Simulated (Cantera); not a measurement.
A closed system holds: 1 mol Al(CH3)3, 92 mol NH3, 17 mol H2, equilibrated at 850 K and 0.760 bar.

Method: chemical equilibrium by Gibbs-energy minimisation in Cantera with the NASA 1993 tables (ideal gas, pure condensed phases). Candidate condensed phases: Al, AlN, C, C6H6, C7H8, C8H18; 97 gas species. The feed counts by its element totals alone. Rates play no part.

### Question
What is the equilibrium state?

### Answer
```json
{
  "x(H2)": "0.760",
  "x(N2)": "0.225",
  "x(CH4)": "0.0149",
  "x(NH3)": "0.000443",
  "n(AlN(s))": "1.00 mol",
  "gas_amount": "201.9 mol",
  "log10 activity of C(graphite) (absent)": "-1.26",
  "log10 activity of Al(s) (absent)": "-13.66"
}
```
